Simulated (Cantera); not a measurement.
An isothermal, constant-pressure homogeneous reactor starts with 6.25 % C₂H₆, 93.8 % H₂, at 1950 K and 10.5 Torr.

Model: GRI-Mech 3.0 (53 species, 325 reactions), integrated in Cantera. GRI-Mech 3.0 stops at C3 and has no aromatics, soot or wall deposition, so with more carbon than oxygen in the feed, carbon stays in small species such as C2H2 where larger ones or solid carbon would form. Radical loss at walls, strong at low pressure, is not modelled.

x: mole fraction; the columns are a selection and need not sum to one.

| t (s) | x C₂H₆ | x H₂ | x C₂H₂ | x C₂H₄ | x H |
|---|---|---|---|---|---|
| 3.00e-6 | 0.0601 | 0.935 | 5.94e-10 | … | 0.000203 |
| 9.49e-6 | 0.0546 | 0.930 | 1.13e-7 | … | 0.00145 |
| 3.00e-5 | 0.0347 | 0.913 | 4.48e-5 | … | 0.00628 |
| 9.49e-5 | 0.00242 | 0.879 | 0.00318 | … | 0.0171 |
| 0.000300 | 6.90e-5 | 0.885 | 0.0141 | … | 0.0145 |
| 0.000949 | 3.78e-5 | 0.897 | 0.0230 | … | 0.00967 |
| 0.00300 | 1.65e-5 | 0.909 | 0.0309 | … | 0.00624 |
| 0.00949 | 6.57e-6 | 0.919 | 0.0381 | … | 0.00477 |
| 0.0300 | 2.11e-6 | 0.928 | 0.0458 | … | 0.00493 |
| 0.0949 | 2.93e-7 | 0.935 | 0.0521 | … | 0.00611 |
| 0.300 | 1.57e-8 | 0.936 | 0.0546 | … | 0.00802 |
| 0.949 | 7.16e-10 | 0.935 | 0.0551 | 6.53e-6 | 0.00928 |
| 3.00 | 8.61e-11 | 0.935 | 0.0552 | 6.45e-6 | 0.00943 |
| 9.49 | 5.32e-11 | 0.935 | 0.0552 | 6.45e-6 | 0.00944 |
| 30.0 | 5.29e-11 | 0.935 | 0.0552 | 6.45e-6 | 0.00944 |

Problem. Some entries are withheld; supply them.

Solution. 
- 3.00e-6, x C₂H₄: 2.91e-6
- 9.49e-6, x C₂H₄: 0.000135
- 3.00e-5, x C₂H₄: 0.00323
- 9.49e-5, x C₂H₄: 0.00881
- 0.000300, x C₂H₄: 0.00365
- 0.000949, x C₂H₄: 0.00156
- 0.00300, x C₂H₄: 0.000725
- 0.00949, x C₂H₄: 0.000309
- 0.0300, x C₂H₄: 0.000108
- 0.0949, x C₂H₄: 2.23e-5
- 0.300, x C₂H₄: 7.76e-6
